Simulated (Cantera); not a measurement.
Cantera run, input and output.

```python
import numpy as np
import cantera as ct

surf = ct.Interface("ptcombust.yaml", "Pt_surf")
gas = surf.adjacent["gas"]
gas.TPX = 300, 4700, {'CH4': 0.018, 'O2': 0.2, 'N2': 0.79}
jet = ct.ImpingingJet(gas=gas, width=0.051, surface=surf)
jet.inlet.mdot, jet.inlet.T, jet.inlet.X = 0.021, 300, {'CH4': 0.018, 'O2': 0.2, 'N2': 0.79}
jet.set_refine_criteria(ratio=10, slope=0.2, curve=0.3)
show, cover = ['CH4', 'O2', 'H2O', 'OH', 'CO', 'CO2'], ["PT(S)", "H(S)", "O(S)", "OH(S)", "CO(S)", "C(S)"]

rows = []
print(f"{'Ts/K':>7s}" + "".join(f"{s:>11s}" for s in show + cover) + "   (gas at the wall, coverages)")
for i, Ts in enumerate([850, 900, 950, 1000, 1050, 1100, 1150, 1200]):
    jet.surface.T = Ts
    if i == 0:
        surf.TP = Ts, 4700
        surf.coverages = "PT(S):0.5, O(S):0.5"
        surf.advance_coverages(1.0)
        jet.set_initial_guess(products="inlet")
    jet.solve(loglevel=0, auto=(i == 0))
    rows.append([*(jet.X[gas.species_index(s), -1] for s in show), *surf[cover].coverages])
    print(f"{Ts:7g}" + "".join(f"{x:11.3e}" for x in rows[-1]))
```

It prints:

```
   Ts/K        CH4         O2        H2O         OH         CO        CO2      PT(S)       H(S)       O(S)      OH(S)      CO(S)       C(S)   (gas at the wall, coverages)
    850  1.472e-02  1.917e-01  5.875e-03  7.150e-09  3.980e-06  3.842e-03  1.434e-01  1.153e-08  8.561e-01  4.868e-04  3.648e-06  9.319e-09
    900  1.217e-02  1.863e-01  1.061e-02  2.941e-08  4.683e-06  6.956e-03  2.049e-01  3.783e-08  7.945e-01  6.005e-04  3.148e-06  1.120e-08
    950  9.589e-03  1.808e-01  1.538e-02  9.448e-08  5.083e-06  1.011e-02  2.716e-01  9.683e-08  7.278e-01  6.499e-04  2.407e-06  1.152e-08
   1000  7.436e-03  1.762e-01  1.933e-02  2.640e-07  5.314e-06  1.272e-02  3.403e-01  2.075e-07  6.590e-01  6.456e-04  1.737e-06  1.086e-08
   1050  5.812e-03  1.728e-01  2.228e-02  6.441e-07  5.516e-06  1.468e-02  4.089e-01  3.924e-07  5.905e-01  6.083e-04  1.237e-06  9.842e-09
   1100  4.637e-03  1.703e-01  2.438e-02  1.420e-06  5.785e-06  1.607e-02  4.757e-01  6.775e-07  5.237e-01  5.547e-04  8.912e-07  8.835e-09
   1150  3.789e-03  1.686e-01  2.585e-02  2.872e-06  6.180e-06  1.705e-02  5.398e-01  1.095e-06  4.597e-01  4.954e-04  6.589e-07  7.981e-09
   1200  3.167e-03  1.674e-01  2.687e-02  5.406e-06  6.769e-06  1.769e-02  6.001e-01  1.680e-06  3.995e-01  4.362e-04  5.019e-07  7.290e-09
```

Model: Deutschmann's 1995 Pt surface mechanism with GRI-Mech 3.0 gas chemistry, integrated in Cantera. Catalytic surfaces can have several steady states; this one follows from the mechanism file's or the stated starting coverage.
